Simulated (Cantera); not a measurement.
Moist CO burnout

An isothermal, constant-pressure homogeneous reactor starts with 1.07 % CO, 3.27 % O2, 0.0280 % H2O, 95.6 % N2, at 1125 K and 3750 Torr.

Model: GRI-Mech 3.0 (53 species, 325 reactions), integrated in Cantera.

```csv
t (s),x CO,x O2,x H2O,x H2,x OH
0.000600,0.0107,0.0327,0.000280,<1e-12,4.07e-11
0.00133,0.0107,0.0327,0.000280,2.25e-12,9.53e-11
0.00293,0.0107,0.0327,0.000280,1.24e-11,2.37e-10
0.00648,0.0107,0.0327,0.000280,8.10e-11,6.86e-10
0.0143,0.0107,0.0327,0.000280,8.76e-10,2.89e-9
0.0317,0.0107,0.0326,0.000279,3.80e-8,2.22e-8
0.0701,0.0103,0.0325,0.000279,5.62e-7,4.59e-8
0.155,0.00941,0.0320,0.000278,1.17e-6,5.04e-8
0.343,0.00764,0.0312,0.000278,1.19e-6,5.15e-8
0.757,0.00490,0.0298,0.000279,8.06e-7,5.04e-8
1.67,0.00203,0.0284,0.000280,3.41e-7,4.75e-8
3.70,0.000410,0.0276,0.000281,6.22e-8,4.39e-8
8.18,1.95e-5,0.0274,0.000281,1.99e-9,4.94e-8
18.1,1.31e-8,0.0274,0.000281,6.52e-12,4.46e-8
40.0,8.66e-11,0.0274,0.000281,1.92e-12,2.23e-8
```
x: mole fraction; the columns are a selection and need not sum to one.

Equilibrium at this temperature and pressure: CO 7.78e-11, O2 0.0274, H2O 0.000281, H2 1.84e-12, OH 2.16e-8 (gas phase only).
